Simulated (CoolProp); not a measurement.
Chloromethane (R40) along the isobar 8.36 MPa: density (kg/m³) from the reference equation and from simpler models built on Tc = 418.6 K, pc = 6.929 MPa, ω = 0.150; each cubic takes its own stable root.

Model: reference Helmholtz-energy equation of state, Thol 2014, in CoolProp.

```csv
T (K),phase,reference
278.1,liquid,965.0
302.8,liquid,919.7
327.4,liquid,870.5
352.1,liquid,815.1
376.7,liquid,750.0
401.4,liquid,662.9
426,supercritical,475.7
450.7,supercritical,205.4
475.3,supercritical,160.9
500,supercritical,138.1
```

How far does each simpler model (van der Waals, Redlich-Kwong, Soave-Redlich-Kwong, Peng-Robinson) lie from the reference over these 10 states: mean and median of the absolute difference, and the worst?


- van der Waals: mean 24.3 %, median 34.0 %, worst -36.7 % at 278.1 K and 8.36 MPa
- Redlich-Kwong: mean 8.3 %, median 9.7 %, worst -15.2 % at 401.4 K and 8.36 MPa
- Soave-Redlich-Kwong: mean 8.6 %, median 8.0 %, worst -16.2 % at 426 K and 8.36 MPa
- Peng-Robinson: mean 3.0 %, median 3.0 %, worst -8.7 % at 426 K and 8.36 MPa
